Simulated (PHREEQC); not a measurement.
Make-up at 20 °C: 0.67 mol HF and 0.036 mol KF per kg of water. Closed to the air; pH follows from the charge balance.

The numbers come from PHREEQC with the ion-association model, wateq4f.dat.

This is a speciation only: nothing precipitates in the calculation.

**Question.** Order these F species by the share of F that they hold, largest first: HF, F-, H2F2, HF2-.

**Answer.** H2F2 (55 %), HF (35 %), HF2- (6.4 %), F- (3.4 %)

The pH is 2.04 and the ionic strength 0.0467 mol/kgw. Species that the database lacks are ignored. wateq4f.dat counts part of the HF as a dimer, H2F2, which phreeqc.dat doesn't know; its constant is uncertain.
